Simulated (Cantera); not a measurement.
A perfectly stirred reactor is fed with 29.2 % H2, 14.9 % O2, 56.0 % N2, equivalence ratio 0.98, at 10.0 bar; it is adiabatic with a 325 K inlet, and is followed from long to short residence time, starting on the burning branch (τ in s: 0.43, 0.12, 0.033, 0.009, 0.0025, 0.00067, 0.00018, 5e-05, 1.4e-05).

Cantera simulation using the H2/O2 subset of GRI-Mech 3.0, which has no nitrogen chemistry; the numbers are that mechanism's predictions, not measurements. The hydrogen kinetics of GRI-Mech 3.0 are dated; newer H2 mechanisms differ, most at raised pressure.

Predict: blow-out, bracketed by the residence times tried; x(H2) at τ = 0.430 s; x(O2) at τ = 0.430 s; x(H2O) at τ = 0.430 s; x(H2O2) at τ = 0.430 s; x(O) at τ = 0.430 s; x(H2) at τ = 2.50 ms; x(O2) at τ = 2.50 ms; x(H2O) at τ = 2.50 ms; x(H2O2) at τ = 2.50 ms; x(O) at τ = 2.50 ms.


```
Quantity                                                                          Result
------------------------------------------------  --------------------------------------
blow-out, bracketed by the residence times tried  burning at 14.0 µs, the shortest tried
x(H2) at τ = 0.430 s                                                             0.00655
x(O2) at τ = 0.430 s                                                             0.00541
x(H2O) at τ = 0.430 s                                                              0.330
x(H2O2) at τ = 0.430 s                                                           4.82e-7
x(O) at τ = 0.430 s                                                             0.000260
x(H2) at τ = 2.50 ms                                                             0.00794
x(O2) at τ = 2.50 ms                                                             0.00601
x(H2O) at τ = 2.50 ms                                                              0.328
x(H2O2) at τ = 2.50 ms                                                           5.56e-7
x(O) at τ = 2.50 ms                                                             0.000317
```
